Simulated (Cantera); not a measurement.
Abatement and gas-phase synthesis: HI + H2O

A closed system holds: 1 mol HI, a varied amount of H2O, at 377 °C and 5.20 mbar.

Method: chemical equilibrium by Gibbs-energy minimisation in Cantera with the NASA 1993 tables (ideal gas, pure condensed phases). Candidate condensed phases: H2O, I2; 12 gas species. Equilibrium is a limit: real reactors are often held back by kinetics, nucleation or transport.

```tsv
n(H2O) (mol)	log p H2O	log p HI	log p H2	log p I2	log p I
0.49	-2.77	-2.55	-3.46	-3.47	-5.14
0.71	-2.67	-2.61	-3.52	-3.53	-5.17
1	-2.59	-2.68	-3.59	-3.60	-5.21
1.5	-2.51	-2.78	-3.69	-3.69	-5.26
2.1	-2.45	-2.87	-3.78	-3.79	-5.30
3.1	-2.41	-2.99	-3.90	-3.91	-5.36
4.5	-2.37	-3.12	-4.03	-4.04	-5.43
6.4	-2.35	-3.25	-4.16	-4.17	-5.49
9.3	-2.33	-3.39	-4.30	-4.31	-5.56
```
log p: log10 of the partial pressure in bar; nothing condenses.

From 0.49 mol H2O to 9.3 mol H2O nothing is condensed.
